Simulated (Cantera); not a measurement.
## Silicon carbide growth: SiH₄ + H₂ + C₂H₄

Charge: 1 mol SiH₄, 270 mol H₂, 0.17 mol C₂H₄, equilibrated at 0.670 bar.

These are equilibrium values from Cantera (NASA tables, ideal gas, pure condensed phases), not measurements of a reactor. Candidate condensed phases: C, C₆H₆, C₇H₈, C₈H₁₈, Si, SiC; 87 gas species. Gases not in the tables: Si₂H₆ and higher silanes. Rates play no part.

At 2373 K the condensed part is SiC(s). From 2398 K to 2623 K nothing is condensed. The main Si-bearing gas is Si throughout.

```json
[
 {"T (K)": "2373", "x H₂": "0.980", "x H": "0.0169", "x Si": "0.00191", "x C₂H₂ (acetylene)": "0.000341", "x SiH": "0.000502", "n SiC(s)": "0.0775"},
 {"T (K)": "2398", "x H₂": "0.977", "x H": "0.0190", "x Si": "0.00212", "x C₂H₂ (acetylene)": "0.000461", "x SiH": "0.000531", "n SiC(s)": "0"},
 {"T (K)": "2423", "x H₂": "0.975", "x H": "0.0214", "x Si": "0.00221", "x C₂H₂ (acetylene)": "0.000475", "x SiH": "0.000531", "n SiC(s)": "0"},
 {"T (K)": "2448", "x H₂": "0.972", "x H": "0.0240", "x Si": "0.00229", "x C₂H₂ (acetylene)": "0.000487", "x SiH": "0.000529", "n SiC(s)": "0"},
 {"T (K)": "2473", "x H₂": "0.969", "x H": "0.0268", "x Si": "0.00237", "x C₂H₂ (acetylene)": "0.000498", "x SiH": "0.000525", "n SiC(s)": "0"},
 {"T (K)": "2498", "x H₂": "0.966", "x H": "0.0299", "x Si": "0.00244", "x C₂H₂ (acetylene)": "0.000507", "x SiH": "0.000520", "n SiC(s)": "0"},
 {"T (K)": "2523", "x H₂": "0.963", "x H": "0.0333", "x Si": "0.00250", "x C₂H₂ (acetylene)": "0.000515", "x SiH": "0.000513", "n SiC(s)": "0"},
 {"T (K)": "2548", "x H₂": "0.959", "x H": "0.0370", "x Si": "0.00256", "x C₂H₂ (acetylene)": "0.000522", "x SiH": "0.000505", "n SiC(s)": "0"},
 {"T (K)": "2573", "x H₂": "0.955", "x H": "0.0410", "x Si": "0.00261", "x C₂H₂ (acetylene)": "0.000527", "x SiH": "0.000496", "n SiC(s)": "0"},
 {"T (K)": "2598", "x H₂": "0.951", "x H": "0.0453", "x Si": "0.00266", "x C₂H₂ (acetylene)": "0.000531", "x SiH": "0.000486", "n SiC(s)": "0"},
 {"T (K)": "2623", "x H₂": "0.946", "x H": "0.0500", "x Si": "0.00270", "x C₂H₂ (acetylene)": "0.000534", "x SiH": "0.000476", "n SiC(s)": "0"}
]
```
x: gas mole fraction; n: condensed amount in mol.
